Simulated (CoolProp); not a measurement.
Computed with CoolProp (reference Helmholtz-energy equation of state, Thol 2019).

**Question.** For n-hexane, give the phase and the density (kg/m³), Joule-Thomson coefficient (K/MPa), isothermal compressibility (1/MPa), expansivity (1/kK) at 326.85 °C and 0.656 MPa; 326.85 °C and 16.1 MPa.

**Answer.** 
- 326.85 °C and 0.656 MPa: gas; density 11.8, Joule-Thomson coefficient 4.89, isothermal compressibility 1.59, expansivity 1.95
- 326.85 °C and 16.1 MPa: supercritical; density 386, Joule-Thomson coefficient 0.535, isothermal compressibility 0.0217, expansivity 2.85
